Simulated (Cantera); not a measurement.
Feed: 1 mol SiCl₄, 1.4 mol HCl, 0.63 mol H₂, held at 1150 K and 550000 Pa.

Equilibrium computed with Cantera from the NASA thermochemical tables; the gas is ideal and each condensed phase is pure. Candidate condensed phases: Si; 19 gas species. The tables' values for SiCl₃ are old estimates; treat these amounts as uncertain. Kinetics and transport are ignored.

### Question
What is the equilibrium state?

### Answer
```json
{
 "x(HCl)": "0.465",
 "x(SiCl₄)": "0.327",
 "x(H₂)": "0.205",
 "x(SiHCl₃)": "0.00292",
 "x(SiCl₃)": "0.000255",
 "x(SiH₂Cl₂)": "3.28e-6",
 "x(SiCl₂)": "2.18e-6",
 "gas_amount": "3.030 mol",
 "log10 activity of Si(s) (absent)": "-6.03"
}
```
